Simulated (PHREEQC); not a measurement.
A solution holds 0.0014 mol CaSO4, 0.00027 mol CO2 and 6.8e-06 mol (NH4)2SiF6 per kg of water, at 25 °C. Closed to the air; pH follows from the charge balance.

The numbers come from PHREEQC with the ion-association model, wateq4f.dat.

```yaml
pH: 4.58
ionic_strength: 0.00497 mol/kgw
total_alkalinity: -0.0272 meq/kg
```

| species | molality | activity | log γ |
|---|---|---|---|
| Ca+2 | 0.00123 | 0.000918 | -0.128 |
| SO4-2 | 0.00123 | 0.000914 | -0.129 |
| CO2 | 0.000265 | 0.000265 | 0.000 |
| CaSO4 | 0.000167 | 0.000167 | 0.000 |
| F- | 3.91e-5 | 3.62e-5 | -0.033 |
| H+ | 2.81e-5 | 2.63e-5 | -0.030 |
| NH4+ | 1.34e-5 | 1.25e-5 | -0.033 |
| H4SiO4 | 6.80e-6 | 6.81e-6 | 0.000 |
| HCO3- | 4.84e-6 | 4.49e-6 | -0.032 |
| HSO4- | 2.52e-6 | 2.33e-6 | -0.033 |
| HF | 1.42e-6 | 1.42e-6 | 0.000 |

No solid was allowed to form. SiF6-2 is the database's only silicon fluoride.
